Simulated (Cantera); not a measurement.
Input (Python, Cantera):

```python
import numpy as np
import cantera as ct

gas = ct.Solution("gri30.yaml")
gas.TPX = 1748, 2900000, {'CH4': 1, 'O2': 1.25, 'N2': 4.7}
reactor = ct.IdealGasConstPressureReactor(gas, energy="on", clone=False)
net = ct.ReactorNet([reactor])
net.rtol, net.atol = 1e-08, 1e-16
show = ['CH4', 'O2', 'CH2', 'N2O', 'NO']
times = np.geomspace(2e-06, 6, 16)

steps = ct.SolutionArray(gas, extra=["t"])
rows = []
print(f"{'t/s':>10s}{'T/K':>9s}{'P/Pa':>11s}" + "".join(f"{s:>11s}" for s in show))
for t in times:
    while net.time < t:
        t_next = net.step()
        steps.append(gas.state, t=t_next)
    rows.append([np.interp(t, steps.t, y) for y in (steps.T, steps.P, *steps(*show).X.T)])
    print(f"{t:10.3e}{rows[-1][0]:9.1f}{rows[-1][1]:11.4g}" + "".join(f"{x:11.3e}" for x in rows[-1][2:]))
rate = np.gradient(steps.T, steps.t)
print("integrator steps:", len(steps.t))
if steps.T.max() > steps.T[0] + 200:
    print(f"time of steepest temperature rise: {steps.t[rate.argmax()]:.4e} s")
gas.TPX = 1748, 2900000, {'CH4': 1, 'O2': 1.25, 'N2': 4.7}
gas.equilibrate("HP")
print(f"equilibrium (HP): T = {gas.T:.1f} K  " + "  ".join(f"{s} {gas[s].X[0]:.3e}" for s in show))
```

Result:

```
       t/s      T/K       P/Pa        CH4         O2        CH2        N2O         NO
 2.000e-06   1748.3    2.9e+06  1.430e-01  1.794e-01  1.205e-08  4.363e-09  8.488e-12
 5.406e-06   1763.8    2.9e+06  1.377e-01  1.765e-01  7.315e-08  2.710e-08  8.227e-11
 1.461e-05   2982.9    2.9e+06  2.911e-10  2.179e-04  7.968e-11  2.722e-07  3.932e-04
 3.949e-05   2982.4    2.9e+06  2.411e-10  2.024e-04  6.319e-11  2.909e-07  7.840e-04
 1.067e-04   2979.8    2.9e+06  2.473e-10  1.972e-04  6.372e-11  3.263e-07  1.182e-03
 2.884e-04   2979.4    2.9e+06  2.484e-10  1.963e-04  6.383e-11  3.339e-07  1.251e-03
 7.796e-04   2979.4    2.9e+06  2.484e-10  1.963e-04  6.383e-11  3.339e-07  1.251e-03
 2.107e-03   2979.4    2.9e+06  2.484e-10  1.963e-04  6.383e-11  3.339e-07  1.251e-03
 5.695e-03   2979.4    2.9e+06  2.484e-10  1.963e-04  6.383e-11  3.339e-07  1.251e-03
 1.539e-02   2979.4    2.9e+06  2.484e-10  1.963e-04  6.383e-11  3.339e-07  1.251e-03
 4.160e-02   2979.4    2.9e+06  2.484e-10  1.963e-04  6.383e-11  3.339e-07  1.251e-03
 1.124e-01   2979.4    2.9e+06  2.484e-10  1.963e-04  6.383e-11  3.339e-07  1.251e-03
 3.039e-01   2979.4    2.9e+06  2.484e-10  1.963e-04  6.383e-11  3.339e-07  1.251e-03
 8.214e-01   2979.4    2.9e+06  2.484e-10  1.963e-04  6.383e-11  3.339e-07  1.251e-03
 2.220e+00   2979.4    2.9e+06  2.484e-10  1.963e-04  6.383e-11  3.339e-07  1.251e-03
 6.000e+00   2979.4    2.9e+06  2.484e-10  1.963e-04  6.383e-11  3.339e-07  1.251e-03
integrator steps: 1737
time of steepest temperature rise: 1.1655e-05 s
equilibrium (HP): T = 2979.4 K  CH4 2.804e-10  O2 1.963e-04  CH2 6.906e-11  N2O 3.339e-07  NO 1.251e-03
```

Cantera simulation using GRI-Mech 3.0 (53 species, 325 reactions); the numbers are that mechanism's predictions, not measurements. The pressure lies above the range GRI-Mech 3.0 was tuned for (to about 10 atm).
